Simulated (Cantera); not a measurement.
## TiO₂ + H₂ + N₂ (hydrogen reduction and annealing atmospheres)

Charge: 1 mol TiO₂, 5.4 mol H₂, 24 mol N₂, equilibrated at 0.0133 bar.

Cantera equilibrium calculation (NASA polynomials, part measured and part estimated; ideal gas, pure solids and liquids). Candidate condensed phases: H₂O, Ti, TiN, TiO, TiO₂, Ti₂O₃, Ti₃O₅, Ti₄O₇; 27 gas species. Mutual solubility and eutectic melting of coexisting phases are not modelled. Condensed phases not in the tables: Magnéli phases beyond Ti₄O₇. Kinetics and transport are ignored.

| T (°C) | x N₂ | x H₂ | x H₂O | x H | x OH | x NO | n TiO₂(rutile) | n Ti₄O₇(s) |
|---|---|---|---|---|---|---|---|---|
| 1175 | 0.816 | 0.182 | 0.00196 | 3.40e-5 | 8.75e-9 | 1.80e-10 | 0.769 | 0.0577 |
| 1200 | 0.816 | 0.181 | 0.00238 | 4.66e-5 | 1.59e-8 | 3.53e-10 | 0.721 | 0.0698 |
| 1225 | 0.816 | 0.181 | 0.00286 | 6.33e-5 | 2.83e-8 | 6.78e-10 | 0.664 | 0.0840 |
| 1250 | 0.816 | 0.180 | 0.00341 | 8.50e-5 | 4.96e-8 | 1.28e-9 | 0.599 | 0.100 |
| 1275 | 0.816 | 0.180 | 0.00405 | 0.000113 | 8.52e-8 | 2.35e-9 | 0.523 | 0.119 |
| 1300 | 0.816 | 0.179 | 0.00479 | 0.000149 | 1.44e-7 | 4.25e-9 | 0.437 | 0.141 |
| 1325 | 0.816 | 0.178 | 0.00562 | 0.000194 | 2.39e-7 | 7.56e-9 | 0.339 | 0.165 |
| 1350 | 0.816 | 0.177 | 0.00657 | 0.000252 | 3.92e-7 | 1.32e-8 | 0.227 | 0.193 |
| 1375 | 0.816 | 0.176 | 0.00764 | 0.000323 | 6.31e-7 | 2.27e-8 | 0.102 | 0.225 |
| 1400 | 0.816 | 0.175 | 0.00850 | 0.000413 | 9.64e-7 | 3.69e-8 | 0 | 0.250 |
| 1425 | 0.816 | 0.175 | 0.00850 | 0.000524 | 1.31e-6 | 5.30e-8 | 0 | 0.250 |
| 1450 | 0.816 | 0.175 | 0.00850 | 0.000660 | 1.76e-6 | 7.53e-8 | 0 | 0.250 |
| 1475 | 0.816 | 0.175 | 0.00850 | 0.000827 | 2.35e-6 | 1.06e-7 | 0 | 0.250 |
x: gas mole fraction; n: condensed amount in mol.

From 1175 °C to 1375 °C the condensed part is TiO₂(rutile) + Ti₄O₇(s). From 1400 °C to 1475 °C the condensed part is Ti₄O₇(s).
